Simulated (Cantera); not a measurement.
Feed: 1 mol SiHCl₃, 62 mol N₂, 5.6 mol NH₃, equilibrated at 1425 K and 13.3 mbar.

Cantera equilibrium calculation (NASA polynomials, part measured and part estimated; ideal gas, pure solids and liquids). Candidate condensed phases: NH₄Cl, Si, Si₃N₄; 28 gas species. The tables' values for SiCl₃ are old estimates; treat these amounts as uncertain. Equilibrium is a limit: real reactors are often held back by kinetics, nucleation or transport.

Base state: N₂ 0.861, H₂ 0.0997, HCl 0.0393, SiCl₂ 0.000426, SiCl₃ 2.54e-5, H 1.87e-5 (mole fractions); condensed: Si₃N₄(s).

Q: What changes in the equilibrium state with this change: SiHCl₃ replaced by trisilylamine?

A: 
```
species          before    after
-------------  --------  -------
N₂                0.861    0.831
H₂               0.0997    0.169
H               1.87e-5  2.43e-5
HCl              0.0393        0
SiCl₂          0.000426        0
SiCl₃           2.54e-5        0
Si₃N₄(s), mol     0.322     1.00
```
The feed counts by its element totals alone.

Q: What changes in the equilibrium state with this change: N₂ from 62 to 6 mol?

A: 
```
species          before     after
-------------  --------  --------
N₂                0.861     0.440
H₂               0.0997     0.402
HCl              0.0393     0.155
SiCl₂          0.000426   0.00257
SiHCl₃          1.18e-6   2.81e-5
SiCl₄           5.94e-6  0.000138
SiCl₃           2.54e-5  0.000301
Si₃N₄(s), mol     0.322     0.315
```
